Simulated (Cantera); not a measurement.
What does this Cantera script print?

```python
import numpy as np
import cantera as ct

gas_names = """
    CL CLO CL2 Mg MgCL MgCL2 MgO Mg2 O O2 O3 Si SiCL SiCL2 SiCL3 SiCL4 SiO SiO2 Si2 Si3
""".split()
cond_names = """
    Mg(cr) Mg(L) MgCL2(s) MgCL2(L) MgO(s) MgO(L) MgSiO3(I) MgSiO3(II) MgSiO3(III) MgSiO3(L) Mg2SiO4(s)
    Mg2SiO4(L) Si(cr) Si(L) SiO2(Lqz) SiO2(hqz) SiO2(L)
""".split()


def load(file, names, dense=False):
    # The tables refer to 1 bar. Condensed volumes are neglected.
    table = {s.name: s for s in ct.Species.list_from_file(file)}
    out = []
    for n in names:
        d = dict(table[n].input_data)
        d["thermo"] = dict(d["thermo"], **{"reference-pressure": 1e5})
        if dense:
            d["equation-of-state"] = {"model": "constant-volume", "density": "1e6 g/cm^3"}
        out.append(ct.Species.from_dict(d))
    return out


gas = ct.Solution(thermo="ideal-gas", species=load("nasa_gas.yaml", gas_names))
cond = {s.name: ct.Solution(thermo="fixed-stoichiometry", species=[s], name=s.name)
        for s in load("nasa_condensed.yaml", cond_names, dense=True)}
atoms = {
    'MgO': {'Mg': 1, 'O': 1},
    'SiCl4': {'Si': 1, 'CL': 4},
    'O2': {'O': 2},
}
top_T = {}  # K; cautious upper limits of use, not melting points


def equilibrate(T, P, feed):
    n = {}
    for name, mol in feed.items():
        for a, k in atoms[name].items():
            n[a] = n.get(a, 0.0) + k * mol
    gas.TPX = T, P, n
    mass = sum(n.values()) * gas.mean_molecular_weight
    gas.equilibrate("TP")
    valid = [c for c in cond.values() if c.min_temp <= T <= top_T.get(c.name, c.max_temp)]
    mix = ct.Mixture([(gas, mass / gas.mean_molecular_weight)] + [(c, 0.0) for c in valid])
    mix.T, mix.P = T, P
    mix.equilibrate("TP", solver="vcs", rtol=1e-11, max_steps=5000)
    return mix


results = []
feed = {'MgO': 1, 'SiCl4': 0.53, 'O2': 0.27}  # mol
P = 56000  # Pa
for T in [1150, 1250, 1350, 1450, 1550, 1650, 1750, 1850]:
    mix = equilibrate(T, P, feed)
    results.append((T, P, feed, dict(zip(mix.species_names, mix.species_moles))))
    x = sorted(zip(gas.X, gas.species_names), reverse=True)
    print(f"T = {T:g} K  P = {P:g} Pa  gas = {mix.phase_moles(0):.4g} mol")
    print("   x: " + "  ".join(f"{s} {v:.3e}" for v, s in x if v > 1e-05))
    print("   condensed (mol): " + ("  ".join(f"{mix.phase(i).name} {mix.phase_moles(i):.4g}"
          for i in range(1, mix.n_phases) if mix.phase_moles(i) > 1e-12) or "none"))
```

Result:

```
T = 1150 K  P = 56000 Pa  gas = 0.5446 mol
   x: CL2 9.896e-01  MgCL2 6.711e-03  CL 3.645e-03  O2 5.544e-05  SiCL4 3.215e-05
   condensed (mol): MgCL2(L) 0.5164  MgSiO3(II) 0.48  SiO2(hqz) 0.05001
T = 1250 K  P = 56000 Pa  gas = 0.5607 mol
   x: CL2 9.577e-01  MgCL2 3.190e-02  CL 1.020e-02  O2 1.308e-04  SiCL4 9.918e-05
   condensed (mol): MgCL2(L) 0.5022  MgSiO3(II) 0.48  SiO2(hqz) 0.04998
T = 1350 K  P = 56000 Pa  gas = 0.6204 mol
   x: CL2 8.581e-01  MgCL2 1.178e-01  CL 2.360e-02  SiCL4 2.553e-04  O2 2.334e-04
   condensed (mol): MgCL2(L) 0.4469  MgSiO3(III) 0.48  SiO2(hqz) 0.04982
T = 1450 K  P = 56000 Pa  gas = 0.8686 mol
   x: CL2 5.999e-01  MgCL2 3.566e-01  CL 4.270e-02  SiCL4 5.605e-04  O2 2.330e-04  CLO 1.281e-05
   condensed (mol): MgCL2(L) 0.2097  MgSiO3(III) 0.4806  SiO2(hqz) 0.04896
T = 1550 K  P = 56000 Pa  gas = 1.101 mol
   x: MgCL2 4.738e-01  CL2 4.522e-01  CL 7.272e-02  O2 9.558e-04  SiCL4 2.861e-04  CLO 3.889e-05
   condensed (mol): MgSiO3(III) 0.4785  SiO2(hqz) 0.0512
T = 1650 K  P = 56000 Pa  gas = 1.138 mol
   x: MgCL2 4.708e-01  CL2 3.984e-01  CL 1.236e-01  O2 6.995e-03  CLO 1.596e-04  SiCL4 9.515e-05
   condensed (mol): MgSiO3(III) 0.4641  SiO2(hqz) 0.06578
T = 1750 K  P = 56000 Pa  gas = 1.203 mol
   x: MgCL2 4.881e-01  CL2 3.016e-01  CL 1.821e-01  O2 2.777e-02  CLO 4.235e-04  SiCL4 3.704e-05  O 1.666e-05
   condensed (mol): MgSiO3(III) 0.4127  SiO2(L) 0.1172
T = 1850 K  P = 56000 Pa  gas = 1.283 mol
   x: MgCL2 5.225e-01  CL 2.303e-01  CL2 1.882e-01  O2 5.820e-02  CLO 7.081e-04  O 6.217e-05  SiCL4 1.636e-05
   condensed (mol): Mg2SiO4(s) 0.1649  SiO2(L) 0.3651
```

Equilibrium computed with Cantera from the NASA thermochemical tables; the gas is ideal and each condensed phase is pure. Mutual solubility and eutectic melting of coexisting phases are not modelled. The tables hold silica as quartz up to 1696 K and as liquid above; real silica turns to tridymite and cristobalite and melts near 1996 K. Condensed phases not in the tables: alloys, solid solutions and most ternary compounds.
